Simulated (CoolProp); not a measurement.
Properties of ammonia at several states (Tc = 405.6 K, pc = 11.36 MPa, ω = 0.256).

The numbers come from the reference Helmholtz-energy equation of state, Gao 2020 in CoolProp.

```csv
T (K),p (MPa),phase,Z,cv (kJ/(kg K)),expansivity (1/kK),viscosity (µPa s),Prandtl number,fugacity coefficient
223,0.0957,liquid,0.001252,2.957,1.687,___,2.00,0.4162
318,3.95,liquid,___,2.755,2.917,111,1.26,___
683.9,0.298,gas,0.9988,2.310,1.471,24.8,0.897,0.9988
621.5,0.693,gas,0.9956,2.203,1.640,22.5,___,0.9956
652.5,0.0347,gas,0.9998,2.252,1.534,23.6,0.867,0.9998
```

Question: Fill in the missing entries.

Answer: 
- 223, viscosity (µPa s): 329
- 318, Z: 0.04429
- 318, fugacity coefficient: 0.3949
- 621.5, Prandtl number: 0.849

Viscosity comes from a separate model (Fenghour 1995). Thermal conductivity comes from a separate model (Tufeu 1984).
